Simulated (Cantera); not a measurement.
Charge: 1 mol Si, 3 mol SF6, 1 mol N2, held at 623 K and 0.0150 Torr.

Cantera equilibrium calculation (NASA polynomials, part measured and part estimated; ideal gas, pure solids and liquids). Candidate condensed phases: S, Si, Si3N4; 29 gas species. The tables' values for S2F2 (SSF2), SF3 are old estimates; treat these amounts as uncertain. Rates play no part.

Base state: SF4 0.346, SF6 0.238, N2 0.202, SiF4 0.202, S2F2 (SSF2) 0.0117, SF2 0.000159, SF3 0.000106 (mole fractions); condensed: gas only.

Problem. What changes in the equilibrium state with this change: temperature from 623 K to 1023 K?

Solution. 
| species | before | after |
|---|---|---|
| SF4 | 0.346 | 0.397 |
| N2 | 0.202 | 0.199 |
| SiF4 | 0.202 | 0.199 |
| SF6 | 0.238 | 0.199 |
| S2F2 (SSF2) | 0.0117 | <1e-9 |
| F | <1e-9 | 0.00312 |
| SF5 | 9.39e-8 | 5.35e-5 |
| SF3 | 0.000106 | 0.00141 |
The tables' values for SF3, SF5 are old estimates; treat these amounts as uncertain.
